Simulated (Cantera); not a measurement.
Feed: 1 mol Zr, 0.15 mol H2O, 0.7 mol N2, held at 2800 K and 0.150 bar.

Equilibrium computed with Cantera from the NASA thermochemical tables; the gas is ideal and each condensed phase is pure. Candidate condensed phases: H2O, Zr, ZrN, ZrO2; 28 gas species. Mutual solubility and eutectic melting of coexisting phases are not modelled. ZrN: taken at fixed stoichiometry. Condensed phases not in the tables: solid solutions among these carbides, nitrides and lower oxides. Rates play no part.

Base state: N2 0.576, H2 0.305, H 0.117, ZrO 0.00192, H2O 0.000285, ZrO2 0.000120, OH 3.06e-5, Zr 1.28e-5 (mole fractions); condensed: ZrN(s) + ZrO2(s).

Problem. What changes in the equilibrium state with this change: temperature from 2800 K to 2175 K?

Solution. 
| species | before | after |
|---|---|---|
| N2 | 0.576 | 0.611 |
| H2 | 0.305 | 0.382 |
| H | 0.117 | 0.00779 |
| ZrO | 0.00192 | 1.20e-7 |
| ZrO2 | 0.000120 | 9.32e-9 |
| Zr | 1.28e-5 | <1e-9 |
| OH | 3.06e-5 | 2.50e-7 |
| H2O | 0.000285 | 9.12e-5 |
| ZrN(s), mol | 0.925 | 0.925 |
| ZrO2(s), mol | 0.0745 | 0 |
| ZrO2(tetragonal), mol | 0 | 0.0750 |

Problem. What changes in the equilibrium state with this change: temperature from 2800 K to 1848 K?

Solution. 
| species | before | after |
|---|---|---|
| N2 | 0.576 | 0.613 |
| H2 | 0.305 | 0.386 |
| H | 0.117 | 0.000851 |
| ZrO | 0.00192 | <1e-9 |
| ZrO2 | 0.000120 | <1e-9 |
| Zr | 1.28e-5 | <1e-9 |
| OH | 3.06e-5 | 5.09e-9 |
| H2O | 0.000285 | 3.14e-5 |
| ZrN(s), mol | 0.925 | 0.925 |
| ZrO2(s), mol | 0.0745 | 0 |
| ZrO2(tetragonal), mol | 0 | 0.0750 |

Problem. What changes in the equilibrium state with this change: H2O from 0.15 to 25 mol?

Solution. 
| species | before | after |
|---|---|---|
| H2O | 0.000285 | 0.574 |
| H2 | 0.305 | 0.168 |
| H | 0.117 | 0.0866 |
| N2 | 0.576 | 0.0219 |
| O2 | 2.76e-9 | 0.0370 |
| O | 7.36e-6 | 0.0270 |
| OH | 3.06e-5 | 0.0832 |
| ZrO2 | 0.000120 | 0.000120 |
| Zr | 1.28e-5 | <1e-9 |
| HO2 | <1e-9 | 1.17e-5 |
| ZrO | 0.00192 | 5.26e-7 |
| NO | 3.60e-6 | 0.00257 |
| ZrN(s), mol | 0.925 | 0 |
| ZrO2(s), mol | 0.0745 | 0.996 |
